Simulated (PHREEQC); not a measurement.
Acid rinse or clean

Consider water at 25 °C with 0.059 mol HCl, 4.2e-05 mol FeCl3 and 0.0014 mol KCl per kg of water. Closed to the air; pH follows from the charge balance.

Equilibrium calculation in PHREEQC: ion-association model, phreeqc.dat.

Each row changes one thing in this solution. This is a speciation only: nothing precipitates in the calculation.

```json
[
 {"case": "as made", "pH": "1.30", "Fe+3 (mol/kgw)": "2.22e-5", "FeCl+2 (mol/kgw)": "1.64e-5", "FeCl2+ (mol/kgw)": "1.92e-6", "FeOH+2 (mol/kgw)": "1.45e-6", "FeCl3 (mol/kgw)": "7.47e-9", "SI of Goethite (FeOOH)": "-0.40", "SI of Hematite (Fe2O3)": "+1.20"},
 {"case": "0.0013 mol/kgw KHSO4 added", "pH": "1.30", "Fe+3 (mol/kgw)": "1.71e-5", "FeCl+2 (mol/kgw)": "1.26e-5", "FeCl2+ (mol/kgw)": "1.45e-6", "FeOH+2 (mol/kgw)": "1.10e-6", "FeCl3 (mol/kgw)": "5.62e-9", "SI of Goethite (FeOOH)": "-0.53", "SI of Hematite (Fe2O3)": "+0.95"},
 {"case": "FeCl3 from 4.2e-05 to 8.4e-05 mol/kgw", "pH": "1.30", "Fe+3 (mol/kgw)": "4.44e-5", "FeCl+2 (mol/kgw)": "3.29e-5", "FeCl2+ (mol/kgw)": "3.84e-6", "FeOH+2 (mol/kgw)": "2.89e-6", "FeCl3 (mol/kgw)": "1.50e-8", "SI of Goethite (FeOOH)": "-0.10", "SI of Hematite (Fe2O3)": "+1.80"},
 {"case": "KCl replaced by KOH at the same molality", "pH": "1.31", "Fe+3 (mol/kgw)": "2.24e-5", "FeCl+2 (mol/kgw)": "1.63e-5", "FeCl2+ (mol/kgw)": "1.87e-6", "FeOH+2 (mol/kgw)": "1.50e-6", "FeCl3 (mol/kgw)": "7.13e-9", "SI of Goethite (FeOOH)": "-0.37", "SI of Hematite (Fe2O3)": "+1.28"},
 {"case": "FeCl3 from 4.2e-05 to 0.00021 mol/kgw", "pH": "1.30", "Fe+3 (mol/kgw)": "0.000111", "FeCl+2 (mol/kgw)": "8.23e-5", "FeCl2+ (mol/kgw)": "9.65e-6", "FeOH+2 (mol/kgw)": "7.22e-6", "FeCl3 (mol/kgw)": "3.77e-8", "SI of Goethite (FeOOH)": "+0.29", "SI of Hematite (Fe2O3)": "+2.59"},
 {"case": "KCl from 0.0014 to 0.00154 mol/kgw", "pH": "1.30", "Fe+3 (mol/kgw)": "2.22e-5", "FeCl+2 (mol/kgw)": "1.64e-5", "FeCl2+ (mol/kgw)": "1.92e-6", "FeOH+2 (mol/kgw)": "1.45e-6", "FeCl3 (mol/kgw)": "7.51e-9", "SI of Goethite (FeOOH)": "-0.40", "SI of Hematite (Fe2O3)": "+1.20"}
]
```

Some of these states are supersaturated (in Hematite (slow to form), Goethite (slow to form), for instance).
